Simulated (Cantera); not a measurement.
Standard-state values (1 bar) from the NASA 1993 polynomials, evaluated with Cantera. Values are per mole of reaction as written; species without (g) are pure solids or liquids, kept so even where they would boil at 1 bar. VN: taken at fixed stoichiometry.

NO(g) + 2 VO2(g) → V2O3 + NO2(g)

```csv
T (K),ΔH° (kJ),ΔS° (J/K),ΔG° (kJ),log10 K
448,-806.0,-390.7,-631.0,73.57
648,-798.6,-377.0,-554.3,44.68
848,…,…,…,…
1048,-781.6,-356.8,-407.7,20.32
1248,-771.8,-348.2,-337.3,14.12
1448,-760.8,-340.0,-268.5,9.68
1648,…,…,…,…
1848,…,…,…,…
2048,…,…,…,…
2248,-704.1,-309.3,-8.9,0.21
```

Some entries are withheld; supply them.


- 848, ΔH° (kJ): -790.5
- 848, ΔS° (J/K): -366.1
- 848, ΔG° (kJ): -480.0
- 848, log10 K: 29.57
- 1648, ΔH° (kJ): -748.6
- 1648, ΔS° (J/K): -332.1
- 1648, ΔG° (kJ): -201.2
- 1648, log10 K: 6.38
- 1848, ΔH° (kJ): -735.1
- 1848, ΔS° (J/K): -324.4
- 1848, ΔG° (kJ): -135.6
- 1848, log10 K: 3.83
- 2048, ΔH° (kJ): -720.3
- 2048, ΔS° (J/K): -316.8
- 2048, ΔG° (kJ): -71.5
- 2048, log10 K: 1.82
